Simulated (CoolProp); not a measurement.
Model: reference Helmholtz-energy equation of state, Platzer 1990, in CoolProp. This equation is an older, rougher fit; its heat capacities, sound speeds and derivatives of the liquid may be far off and weren't checked against measurements.

Give the vapour pressure (MPa), liquid density (kg/m³), enthalpy of vaporisation (kJ/kg), vapour Z of saturated c-C4F8 (RC318) at 242.2, 264.2 K.


```csv
T (K),p (MPa),liquid density (kg/m³),enthalpy of vaporisation (kJ/kg),vapour Z
242.2,0.0316,1700,125,0.982
264.2,0.0894,1630,118,0.960
```
